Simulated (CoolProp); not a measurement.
Vapour-liquid equilibrium of cyclohexane (1) + n-dodecane (2) at 417.1 K; x and y are mole fractions of (1).

The numbers come from the multi-fluid Helmholtz-energy mixture model, Zhou 2014 and Lemmon 2004; pair parameters Bell 2016 in CoolProp.

### Question
Give the bubble pressure and the first vapour's composition at x = 0.05, 0.2, 0.65. Is there an azeotrope?

### Answer
x = 0.05: 0.2972 bar, y = 0.599; x = 0.2: 0.8654 bar, y = 0.880; x = 0.65: 2.984 bar, y = 0.983. No azeotrope shows between x = 0.05 and 0.95.

The pair parameters rest on a limited set of measurements; away from them the model extrapolates.
